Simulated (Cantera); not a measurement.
A freely propagating, adiabatic, planar premixed flame of 2.70 % C3H8, 20.4 % O2, 76.9 % N2, unburnt at 648 K and 210000 Pa; mixture-averaged transport, grid criteria slope 0.08 and curve 0.16, no radiation.

Cantera simulation using GRI-Mech 3.0 (53 species, 325 reactions); the numbers are that mechanism's predictions, not measurements. GRI-Mech 3.0 was tuned for natural gas; its chemistry of propane as a main component is partial and can be far from experiment. Burning velocities carry a grid error of a few per cent, more on coarse grids.

**Question.** Predict: laminar burning velocity; thermal thickness; peak x(OH); peak x(C2H2); peak x(CH2CO).

**Answer.** 
```
Item                          Value
------------------------  ---------
laminar burning velocity  99.7 cm/s
thermal thickness          0.183 mm
peak x(OH)                  0.00631
peak x(C2H2)               0.000299
peak x(CH2CO)               0.00111
```
